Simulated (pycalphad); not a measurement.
An equivalent pycalphad script:

```python
from pycalphad import Database, equilibrium, calculate, variables as v
import numpy as np
db = Database('COST507.tdb')
comps = ['SI', 'AL', 'VA']
phases = ['DIAMOND_A4', 'FCC_A1', 'LIQUID']
eq = equilibrium(db, comps, phases, {v.X('AL'): 0.107, v.T: np.arange(1850, 499, -25), v.P: 101325, v.N: 1}, output=['HM', 'SM'])
```

CALPHAD calculation (pycalphad, COST 507 light-alloy database (1999)), 1 atm. The data set is of 1999 and partly superseded. Amounts are mole fractions of atoms.

Results at three of the temperatures:

```
T = 1700.00 K, P = 101325 Pa, N = 1 mol of atoms
G = -78610 J/mol, H = 82342 J/mol, S = 94.68 J/(mol K)  (SER reference)
chemical potentials (J/mol): Si -71031, Al -141870
phase             fraction      x(Si)      x(Al)
LIQUID              1.0000     0.8930     0.1070
```

```
T = 1475.00 K, P = 101325 Pa, N = 1 mol of atoms
G = -60254 J/mol, H = 41032 J/mol, S = 68.67 J/(mol K)  (SER reference)
chemical potentials (J/mol): Si -55513, Al -99817
phase             fraction      x(Si)      x(Al)
DIAMOND_A4          0.6938     0.9999   0.000104
LIQUID              0.3062     0.6508     0.3492
```

```
T = 700.00 K, P = 101325 Pa, N = 1 mol of atoms
G = -18277 J/mol, H = 9448 J/mol, S = 39.61 J/(mol K)  (SER reference)
chemical potentials (J/mol): Si -17484, Al -24892
phase             fraction      x(Si)      x(Al)
DIAMOND_A4          0.8926     1.0000   2.92e-08
FCC_A1              0.1074     0.0035     0.9965
```

Changes of the phase set, refined by bisection:

| T (K) | phases above | phases below |
|---|---|---|
| 1634.5 | LIQUID | DIAMOND_A4 + LIQUID |
| 850.1 | DIAMOND_A4 + LIQUID | DIAMOND_A4 + FCC_A1 |

FCC_A1 is fcc; DIAMOND_A4 is diamond (Si).
